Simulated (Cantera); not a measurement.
A closed system holds: 1 mol trisilylamine, 17 mol N2, 0.15 mol NH3, at 71.0 Pa.

Cantera equilibrium calculation (NASA polynomials, part measured and part estimated; ideal gas, pure solids and liquids). Candidate condensed phases: Si, Si3N4; 18 gas species. The feed counts by its element totals alone. Equilibrium is a limit: real reactors are often held back by kinetics, nucleation or transport.

Task: Which condensed phases are stable at each of these points (T (K)): 1200, 1250, 1300, 1350, 1400, 1450, 1500, 1550, 1600, 1650?

Result: 
| T (K) | condensed phases | Si condensed (%) |
|---|---|---|
| 1200 | Si3N4(s) | 100.0 |
| 1250 | Si3N4(s) | 100.0 |
| 1300 | Si3N4(s) | 100.0 |
| 1350 | Si3N4(s) | 100.0 |
| 1400 | Si3N4(s) | 100.0 |
| 1450 | Si3N4(s) | 100.0 |
| 1500 | Si3N4(s) | 100.0 |
| 1550 | Si3N4(s) | 100.0 |
| 1600 | Si3N4(s) | 99.9 |
| 1650 | Si(s) | 99.7 |

From 1200 K to 1600 K the condensed part is Si3N4(s). At 1650 K the condensed part is Si(s).
